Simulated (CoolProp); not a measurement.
Vapour-liquid equilibrium of dimethyl ether (1) + n-pentane (2) at 0.0887 bar; x and y are mole fractions of (1).

Model: multi-fluid Helmholtz-energy mixture model, Wu 2011 and Thol 2019; pair parameters Bell 2016, in CoolProp.

Give the bubble temperature and the first vapour's composition at x = 0.55, 0.75, 0.85. Is there an azeotrope?

x = 0.55: 207.9 K, y = 0.982; x = 0.75: 206.0 K, y = 0.988; x = 0.85: 205.3 K, y = 0.990. No azeotrope shows between x = 0.05 and 0.95.

Pair parameters are fitted to limited data, so mixtures are less certain than the pure fluids. The gap from Raoult's law changes sign with composition, which may be real or a fault of the pair parameters; it wasn't checked against measurements.
